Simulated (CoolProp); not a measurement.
CHF3 (R23) along the isotherm 303.9 K: density (kg/m³) from the reference equation and from simpler models built on Tc = 299.3 K, pc = 4.832 MPa, ω = 0.263; each cubic takes its own stable root.

The numbers come from the reference Helmholtz-energy equation of state, Penoncello 2003 in CoolProp.

```
p (MPa)          phase  reference  Redlich-Kwong  Soave-Redlich-Kwong
-------  -------------  ---------  -------------  -------------------
1.34               gas      41.33          41.08                41.04
2.68               gas      95.27          93.82                93.57
4.03               gas      178.7          173.2                171.8
5.37     supercritical      515.0          473.0                427.5
6.71     supercritical      809.0          638.2                626.5
8.05     supercritical      873.4          700.8                692.4
9.4      supercritical      914.1          743.6                736.8
10.7     supercritical      943.5          775.6                769.7
12.1     supercritical      969.1          803.9                798.7
```
